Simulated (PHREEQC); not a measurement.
1 kg of water holding 50 mmol/kgw Na2CO3, 13 mmol/kgw Na2SO4 and 63 mmol/kgw NaCl is evaporated at 25 °C; the solids stay in contact with the brine. CO2 is held at log p = -3.4 (atm). Only these solids could form: Burkeite, Halite, Mirabilite, Nahcolite, Natron, Thenardite, Trona.

The series has 27 steps of water left (kg), from 0.9997 to 0.004716.

The numbers come from PHREEQC with the Pitzer model, pitzer.dat.

Question: Which solids form, in which order, and at which step of the series does each first stand?

Answer: Trona from water left = 0.02919 kg (pH 9.98); Halite from water left = 0.01213 kg (pH 9.70); Thenardite from water left = 0.01213 kg (pH 9.70).
